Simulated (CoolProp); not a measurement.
Vapour-liquid equilibrium of n-butane (1) + benzene (2) at 362.4 K; x and y are mole fractions of (1).

Computed with CoolProp (multi-fluid Helmholtz-energy mixture model, Bücker 2006 and Thol 2012; pair parameters Bell 2016).

```tsv
x	bubble pressure (kPa)	y at the bubble point	dew pressure at overall composition x (kPa)	liquid density (mol/L)
0.05	196.1	0.341	139.9	10.22
0.2	386.2	0.699	164.2	10.01
0.35	565.0	0.819	198.7	9.775
0.5	725.1	0.880	251.3	9.511
0.65	870.2	0.920	341.1	9.213
0.8	1013	0.952	526.3	8.876
0.95	1170	0.987	1002	8.495
```

No azeotrope shows between x = 0.05 and 0.95.

The pair parameters rest on a limited set of measurements; away from them the model extrapolates. The gap from Raoult's law changes sign with composition, which may be real or a fault of the pair parameters; it wasn't checked against measurements.
